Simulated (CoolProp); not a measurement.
Properties of nitrous oxide along the isotherm 500 K (Tc = 309.5 K, pc = 72.45 bar, ω = 0.161).

Computed with CoolProp (reference Helmholtz-energy equation of state, Lemmon 2006). It is a short technical equation, of lower accuracy than the large ones.

| p (bar) | phase | density (kg/m³) | cp (kJ/(kg K)) | expansivity (1/kK) |
|---|---|---|---|---|
| 1.15 | gas | 1.219 | 1.044 | 2.009 |
| 2.04 | gas | 2.164 | 1.045 | 2.015 |
| 3.62 | gas | 3.844 | 1.047 | 2.027 |
| 6.44 | gas | 6.856 | 1.051 | 2.049 |
| 11.5 | gas | 12.29 | 1.058 | 2.088 |
| 20.4 | gas | 21.97 | 1.071 | 2.157 |
| 36.2 | gas | 39.51 | 1.096 | 2.282 |
| 64.4 | gas | 71.90 | 1.141 | 2.513 |
| 115 | supercritical | 133.3 | 1.231 | 2.933 |
| 204 | supercritical | 247.3 | 1.386 | 3.510 |
| 362 | supercritical | 431.8 | 1.523 | 3.437 |
